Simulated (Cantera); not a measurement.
A Cantera script and its output.

```python
import numpy as np
import cantera as ct

gas = ct.Solution("gri30.yaml", transport_model="mixture-averaged")
show = ['CO2', 'C2H2', 'CH3']

rows = []
print(f"{'T/K':>7s}{'rho':>11s}{'cp':>10s}{'mu':>11s}{'lambda':>11s}{'Pr':>7s}" + "".join(f"{'D_' + s:>11s}" for s in show))
for T in [400, 600, 800, 1000, 1200, 1400, 1600, 1800]:
    gas.TPX = T, 1000000, {'NO': 0.43}
    Pr = gas.cp_mass * gas.viscosity / gas.thermal_conductivity
    D = [gas.mix_diff_coeffs_mole[gas.species_index(s)] for s in show]
    rows.append([gas.density, gas.cp_mass, gas.viscosity, gas.thermal_conductivity, Pr, *D])
    print(f"{T:7g}{gas.density:11.4e}{gas.cp_mass:10.1f}{gas.viscosity:11.4e}"
          f"{gas.thermal_conductivity:11.4e}{Pr:7.3f}" + "".join(f"{d:11.4e}" for d in D))
print("SI units: kg/m3, J/kg/K, Pa s, W/m/K, m2/s")
```

It prints:

```
    T/K        rho        cp         mu     lambda     Pr      D_CO2     D_C2H2      D_CH3
    400 9.0222e+00     998.6 2.3120e-05 3.2415e-02  0.712 2.6443e-06 2.7974e-06 3.7534e-06
    600 6.0148e+00    1040.9 3.0618e-05 4.5123e-02  0.706 5.3988e-06 5.6858e-06 7.5566e-06
    800 4.5111e+00    1092.2 3.7097e-05 5.7252e-02  0.708 8.8475e-06 9.2972e-06 1.2302e-05
   1000 3.6089e+00    1132.7 4.2948e-05 6.8643e-02  0.709 1.2914e-05 1.3554e-05 1.7891e-05
   1200 3.0074e+00    1159.2 4.8363e-05 7.9343e-02  0.707 1.7548e-05 1.8404e-05 2.4260e-05
   1400 2.5778e+00    1181.0 5.3449e-05 8.9432e-02  0.706 2.2713e-05 2.3810e-05 3.1358e-05
   1600 2.2556e+00    1198.6 5.8275e-05 9.8988e-02  0.706 2.8380e-05 2.9742e-05 3.9149e-05
   1800 2.0049e+00    1212.8 6.2887e-05 1.0808e-01  0.706 3.4526e-05 3.6177e-05 4.7601e-05
SI units: kg/m3, J/kg/K, Pa s, W/m/K, m2/s
```

Model: GRI-Mech 3.0 (53 species, 325 reactions), integrated in Cantera. The composition is frozen, though it would react at the higher temperatures.
